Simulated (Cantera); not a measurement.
A Cantera script and its output.

```python
import numpy as np
import cantera as ct

gas = ct.Solution("gri30.yaml")
gas.TPX = 650, 110000, {'CH4': 1, 'CO': 0.41, 'O2': 1.58, 'N2': 5.92}
flame = ct.FreeFlame(gas, width=0.037)
flame.set_refine_criteria(ratio=3, slope=0.08, curve=0.16)
flame.transport_model = "mixture-averaged"
flame.solve(loglevel=0, auto=True)
z, T = flame.grid, flame.T
thick = (T[-1] - T[0]) / np.gradient(T, z).max()
show = ['CH4', 'CO', 'O2', 'HCO', 'N2O', 'OH']
print(f"laminar burning velocity  {flame.velocity[0] * 100:.3f} cm/s")
print(f"burnt temperature         {T[-1]:.1f} K")
print(f"thermal thickness         {thick * 1e3:.4f} mm")
print(f"grid points               {len(z)}")
z0 = z[flame.heat_release_rate.argmax()]
print(f"{'z/mm':>9s}{'T/K':>9s}{'u/(m/s)':>9s}" + "".join(f"{s:>11s}" for s in show))
rows = []
for k in (-3, -2, -1.5, -1, -0.5, -0.25, 0, 0.25, 0.5, 1, 2, 4, 8):
    zz = z0 + k * thick
    rows.append([k * thick, np.interp(zz, z, T), np.interp(zz, z, flame.velocity),
                 *(np.interp(zz, z, flame.X[gas.species_index(s)]) for s in show)])
    print(f"{rows[-1][0] * 1e3:9.3f}{rows[-1][1]:9.1f}{rows[-1][2]:9.3f}" + "".join(f"{x:11.3e}" for x in rows[-1][3:]))
```

Output:

```
laminar burning velocity  119.490 cm/s
burnt temperature         2274.2 K
thermal thickness         0.3275 mm
grid points               150
     z/mm      T/K  u/(m/s)        CH4         CO         O2        HCO        N2O         OH
   -0.982    650.4    1.198  1.119e-01  4.590e-02  1.769e-01  6.175e-16  4.567e-13  1.538e-11
   -0.655    653.3    1.209  1.112e-01  4.576e-02  1.760e-01  7.175e-14  6.510e-12  1.044e-09
   -0.491    666.5    1.239  1.096e-01  4.576e-02  1.743e-01  8.281e-12  5.112e-11  3.043e-08
   -0.327    748.7    1.407  1.027e-01  4.730e-02  1.675e-01  2.990e-09  5.838e-10  1.243e-06
   -0.164   1164.9    2.235  7.097e-02  6.151e-02  1.310e-01  1.584e-06  6.604e-09  3.760e-05
   -0.082   1552.4    3.017  3.913e-02  7.999e-02  8.948e-02  2.064e-05  1.610e-08  3.007e-04
    0.000   1902.2    3.732  1.109e-02  9.923e-02  4.395e-02  5.531e-05  2.665e-08  1.501e-03
    0.082   2074.1    4.075  1.475e-03  1.042e-01  1.661e-02  3.062e-05  2.923e-08  3.552e-03
    0.164   2125.0    4.163  1.343e-04  9.945e-02  6.256e-03  5.680e-06  2.738e-08  4.815e-03
    0.327   2151.1    4.195  1.239e-06  9.185e-02  1.883e-03  2.908e-07  2.245e-08  5.134e-03
    0.655   2173.9    4.227  1.082e-09  8.873e-02  1.115e-03  1.863e-07  1.880e-08  4.682e-03
    1.310   2201.5    4.273  2.181e-13  8.861e-02  7.481e-04  1.490e-07  1.657e-08  3.958e-03
    2.620   2230.6    4.322  1.118e-13  8.892e-02  4.173e-04  1.083e-07  1.432e-08  3.031e-03
```

Detailed kinetics in Cantera: GRI-Mech 3.0 (53 species, 325 reactions). Burning velocities carry a grid error of a few per cent, more on coarse grids.
